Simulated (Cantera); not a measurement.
Input (Python, Cantera):

```python
import numpy as np
import cantera as ct

gas = ct.Solution("gri30.yaml")
gas.TPX = 900, 110000, {'CH3OH': 0.018, 'O2': 0.01, 'N2': 1}
reactor = ct.IdealGasConstPressureReactor(gas, energy="off", clone=False)
net = ct.ReactorNet([reactor])
net.rtol, net.atol = 1e-08, 1e-18
show = ['CH3OH', 'O2', 'H2O', 'H', 'N2O']
times = np.geomspace(3e-05, 30, 11)

steps = ct.SolutionArray(gas, extra=["t"])
rows = []
print(f"{'t/s':>10s}{'T/K':>9s}{'P/Pa':>11s}" + "".join(f"{s:>11s}" for s in show))
for t in times:
    while net.time < t:
        t_next = net.step()
        steps.append(gas.state, t=t_next)
    rows.append([np.interp(t, steps.t, y) for y in (steps.T, steps.P, *steps(*show).X.T)])
    print(f"{t:10.3e}{rows[-1][0]:9.1f}{rows[-1][1]:11.4g}" + "".join(f"{x:11.3e}" for x in rows[-1][2:]))
rate = np.gradient(steps.T, steps.t)
print("integrator steps:", len(steps.t))
if steps.T.max() > steps.T[0] + 200:
    print(f"time of steepest temperature rise: {steps.t[rate.argmax()]:.4e} s")
gas.TPX = 900, 110000, {'CH3OH': 0.018, 'O2': 0.01, 'N2': 1}
gas.equilibrate("TP")
print(f"equilibrium (TP): T = {gas.T:.1f} K  " + "  ".join(f"{s} {gas[s].X[0]:.3e}" for s in show))
```

Output:

```
       t/s      T/K       P/Pa      CH3OH         O2        H2O          H        N2O
 3.000e-05    900.0    1.1e+05  1.751e-02  9.728e-03  2.132e-13  1.210e-14  2.216e-21
 1.194e-04    900.0    1.1e+05  1.751e-02  9.728e-03  8.718e-13  1.228e-14  1.054e-20
 4.755e-04    900.0    1.1e+05  1.751e-02  9.728e-03  3.495e-12  1.271e-14  5.797e-20
 1.893e-03    900.0    1.1e+05  1.751e-02  9.728e-03  1.395e-11  1.342e-14  4.992e-19
 7.536e-03    900.0    1.1e+05  1.751e-02  9.728e-03  5.560e-11  1.364e-14  6.685e-18
 3.000e-02    900.0    1.1e+05  1.751e-02  9.728e-03  2.214e-10  1.372e-14  1.031e-16
 1.194e-01    900.0    1.1e+05  1.751e-02  9.728e-03  8.823e-10  1.406e-14  1.624e-15
 4.755e-01    900.0    1.1e+05  1.751e-02  9.728e-03  3.580e-09  1.582e-14  2.556e-14
 1.893e+00    900.0    1.1e+05  1.751e-02  9.728e-03  2.000e-08  3.084e-14  3.980e-13
 7.536e+00    900.0    1.1e+05  1.751e-02  9.727e-03  5.374e-07  3.049e-13  6.524e-12
 3.000e+01    900.0    1.1e+05  4.446e-07  5.444e-07  1.832e-02  2.866e-09  4.812e-10
integrator steps: 2383
equilibrium (TP): T = 900.0 K  CH3OH 6.597e-13  O2 1.815e-24  H2O 1.041e-02  H 1.728e-11  N2O 3.177e-21
```

Model: GRI-Mech 3.0 (53 species, 325 reactions), integrated in Cantera. GRI-Mech 3.0 was tuned for natural gas; its chemistry of methanol as a main component is partial and can be far from experiment. Below about 1000 K GRI-Mech 3.0 lacks low-temperature oxidation paths.
